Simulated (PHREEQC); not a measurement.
Consider water at 20 °C with 0.014 mol Al2(SO4)3, 0.014 mol NiCl2 and 0.018 mol Na2SO4 per kg of water. Closed to the air; pH follows from the charge balance.

Computed with PHREEQC (ion-association model, wateq4f.dat).

No solid was allowed to form.

Task: Predict the pH, ionic strength.

Result: pH 4.13; ionic strength 0.128 mol/kgw.

Task: In which forms is Na present?

Result: Na+ 96 %, NaSO4- 3.9 % of the Na.

Saturation is exceeded, for instance for Basaluminite, Gibbsite (slow to form); the values hold only as long as no solid forms.
